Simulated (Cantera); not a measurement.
What does this Cantera script print?

```python
import numpy as np
import cantera as ct

gas = ct.Solution("h2o2.yaml")
gas.TPX = 1375, 10000, {'H2': 0.48, 'O2': 1, 'N2': 2.5}
reactor = ct.IdealGasConstPressureReactor(gas, energy="off", clone=False)
net = ct.ReactorNet([reactor])
net.rtol, net.atol = 1e-08, 1e-18
show = ['H2', 'O2', 'H', 'OH', 'H2O', 'O', 'H2O2']
times = np.geomspace(2e-05, 200, 13)

steps = ct.SolutionArray(gas, extra=["t"])
rows = []
print(f"{'t/s':>10s}{'T/K':>9s}{'P/Pa':>11s}" + "".join(f"{s:>11s}" for s in show))
for t in times:
    while net.time < t:
        t_next = net.step()
        steps.append(gas.state, t=t_next)
    rows.append([np.interp(t, steps.t, y) for y in (steps.T, steps.P, *steps(*show).X.T)])
    print(f"{t:10.3e}{rows[-1][0]:9.1f}{rows[-1][1]:11.4g}" + "".join(f"{x:11.3e}" for x in rows[-1][2:]))
rate = np.gradient(steps.T, steps.t)
print("integrator steps:", len(steps.t))
if steps.T.max() > steps.T[0] + 200:
    print(f"time of steepest temperature rise: {steps.t[rate.argmax()]:.4e} s")
gas.TPX = 1375, 10000, {'H2': 0.48, 'O2': 1, 'N2': 2.5}
gas.equilibrate("TP")
print(f"equilibrium (TP): T = {gas.T:.1f} K  " + "  ".join(f"{s} {gas[s].X[0]:.3e}" for s in show))
```

Result:

```
       t/s      T/K       P/Pa         H2         O2          H         OH        H2O          O       H2O2
 2.000e-05   1375.0      1e+04  1.206e-01  2.513e-01  1.124e-07  3.328e-08  8.136e-08  4.336e-08  2.041e-10
 7.662e-05   1375.0      1e+04  1.206e-01  2.512e-01  1.294e-05  4.248e-06  1.844e-05  5.680e-06  2.997e-09
 2.936e-04   1375.0      1e+04  8.887e-03  1.870e-01  4.100e-02  8.149e-03  8.783e-02  3.536e-02  5.806e-07
 1.125e-03   1375.0      1e+04  5.525e-03  1.933e-01  1.769e-02  6.551e-03  1.072e-01  1.973e-02  6.375e-07
 4.309e-03   1375.0      1e+04  1.026e-03  2.009e-01  1.219e-03  2.831e-03  1.248e-01  3.273e-03  4.124e-07
 1.651e-02   1375.0      1e+04  6.775e-05  2.029e-01  2.035e-05  7.307e-04  1.279e-01  2.141e-04  1.017e-07
 6.325e-02   1375.0      1e+04  6.794e-06  2.031e-01  6.681e-07  2.347e-04  1.282e-01  2.196e-05  2.191e-08
 2.423e-01   1375.0      1e+04  1.150e-06  2.032e-01  4.773e-08  9.742e-05  1.283e-01  3.781e-06  5.407e-09
 9.283e-01   1375.0      1e+04  3.439e-07  2.032e-01  7.918e-09  5.334e-05  1.283e-01  1.135e-06  2.033e-09
 3.557e+00   1375.0      1e+04  2.772e-07  2.032e-01  5.745e-09  4.785e-05  1.283e-01  9.135e-07  1.728e-09
 1.363e+01   1375.0      1e+04  2.772e-07  2.032e-01  5.743e-09  4.784e-05  1.283e-01  9.132e-07  1.728e-09
 5.220e+01   1375.0      1e+04  2.772e-07  2.032e-01  5.743e-09  4.784e-05  1.283e-01  9.132e-07  1.728e-09
 2.000e+02   1375.0      1e+04  2.772e-07  2.032e-01  5.743e-09  4.784e-05  1.283e-01  9.132e-07  1.728e-09
integrator steps: 1892
equilibrium (TP): T = 1375.0 K  H2 2.772e-07  O2 2.032e-01  H 5.743e-09  OH 4.784e-05  H2O 1.283e-01  O 9.132e-07  H2O2 1.728e-09
```

Detailed kinetics in Cantera: the H2/O2 subset of GRI-Mech 3.0, which has no nitrogen chemistry. The temperature is held fixed by assumption; the heat of reaction is taken as removed at once.
